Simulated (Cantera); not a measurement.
An isothermal, constant-pressure homogeneous reactor starts with H2 : O2 : N2 = 0.33 : 1 : 1 (molar parts), at 1073 K and 0.220 bar.

Detailed kinetics in Cantera: the H2/O2 subset of GRI-Mech 3.0, which has no nitrogen chemistry. The temperature is held fixed by assumption; the heat of reaction is taken as removed at once.

One state of this run: x H2 = 8.25e-10; x O2 = 0.386; x O = 4.78e-9; x H = 2.15e-12; x H2O2 = 8.25e-10; x OH = 1.56e-6. x: mole fraction; the columns are a selection and need not sum to one.

**Question.** Which value of t (s) does it belong to?
A. 0.0244
B. 3.21
C. 60.0
D. 0.00131

**Answer.** B, 3.21
